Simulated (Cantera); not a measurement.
Hydrocarbon pyrolysis for carbon deposition

A perfectly stirred reactor is fed with 21.7 % CH4, 78.3 % N2, at 750 Torr; it is held at 1850 K, and followed from long to short residence time.

Computed with Cantera and GRI-Mech 3.0 (53 species, 325 reactions). GRI-Mech 3.0 stops at C3 and has no aromatics, soot or wall deposition, so with more carbon than oxygen in the feed, carbon stays in small species such as C2H2 where larger ones or solid carbon would form.

```json
[
 {"τ (s)": "7.9", "x CH4": "0.00257", "x HCN": "0.000153", "x C2H4": "0.000386", "x C2H": "9.91e-7", "x C2H2": "0.0878", "x CH3": "5.41e-5", "x C2H6": "2.02e-7"},
 {"τ (s)": "3.1", "x CH4": "0.00357", "x HCN": "7.74e-5", "x C2H4": "0.000384", "x C2H": "9.83e-7", "x C2H2": "0.0874", "x CH3": "7.49e-5", "x C2H6": "3.55e-7"},
 {"τ (s)": "1.2", "x CH4": "0.00537", "x HCN": "4.10e-5", "x C2H4": "0.000383", "x C2H": "9.70e-7", "x C2H2": "0.0866", "x CH3": "0.000112", "x C2H6": "7.53e-7"},
 {"τ (s)": "0.49", "x CH4": "0.00821", "x HCN": "2.31e-5", "x C2H4": "0.000384", "x C2H": "9.49e-7", "x C2H2": "0.0855", "x CH3": "0.000170", "x C2H6": "1.69e-6"},
 {"τ (s)": "0.20", "x CH4": "0.0127", "x HCN": "1.33e-5", "x C2H4": "0.000396", "x C2H": "9.18e-7", "x C2H2": "0.0836", "x CH3": "0.000260", "x C2H6": "3.96e-6"},
 {"τ (s)": "0.078", "x CH4": "0.0203", "x HCN": "7.55e-6", "x C2H4": "0.000442", "x C2H": "8.68e-7", "x C2H2": "0.0803", "x CH3": "0.000407", "x C2H6": "9.81e-6"},
 {"τ (s)": "0.031", "x CH4": "0.0320", "x HCN": "4.28e-6", "x C2H4": "0.000577", "x C2H": "7.99e-7", "x C2H2": "0.0753", "x CH3": "0.000626", "x C2H6": "2.37e-5"},
 {"τ (s)": "0.012", "x CH4": "0.0502", "x HCN": "2.28e-6", "x C2H4": "0.000946", "x C2H": "7.02e-7", "x C2H2": "0.0673", "x CH3": "0.000956", "x C2H6": "5.68e-5"},
 {"τ (s)": "0.0049", "x CH4": "0.0744", "x HCN": "1.16e-6", "x C2H4": "0.00175", "x C2H": "5.85e-7", "x C2H2": "0.0564", "x CH3": "0.00138", "x C2H6": "0.000123"},
 {"τ (s)": "0.0019", "x CH4": "0.107", "x HCN": "5.06e-7", "x C2H4": "0.00342", "x C2H": "4.36e-7", "x C2H2": "0.0412", "x CH3": "0.00196", "x C2H6": "0.000256"}
]
```
x: mole fraction; the columns are a selection and need not sum to one.
